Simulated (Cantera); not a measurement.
A freely propagating, adiabatic, planar premixed flame of CH3OH : O2 : N2 = 1 : 2 : 6.8 (molar parts), equivalence ratio 0.75, unburnt at 300 K and 1.60 bar; mixture-averaged transport, grid criteria slope 0.08 and curve 0.16, no radiation.

Model: GRI-Mech 3.0 (53 species, 325 reactions), integrated in Cantera. GRI-Mech 3.0 was tuned for natural gas; its chemistry of methanol as a main component is partial and can be far from experiment. Burning velocities carry a grid error of a few per cent, more on coarse grids.

**Question.** What does this change do: inlet temperature 300 to 425 K?

**Answer.** 
```
quantity                     before      after
------------------------  ---------  ---------
laminar burning velocity  23.3 cm/s  43.9 cm/s
thermal thickness          0.340 mm   0.278 mm
peak x(OH)                  0.00640    0.00779
peak x(CH4)                 2.02e-5    2.69e-5
peak x(CH2)                 9.41e-7    1.49e-6
peak x(H2O2)               0.000914    0.00101
```

**Question.** What does this change do: 0.28 parts CO2 added?

**Answer.** 
| quantity | before | after |
|---|---|---|
| laminar burning velocity | 23.3 cm/s | 19.4 cm/s |
| thermal thickness | 0.340 mm | 0.389 mm |
| peak x(OH) | 0.00640 | 0.00541 |
| peak x(CH4) | 2.02e-5 | 1.60e-5 |
| peak x(CH2) | 9.41e-7 | 6.51e-7 |
| peak x(H2O2) | 0.000914 | 0.000821 |
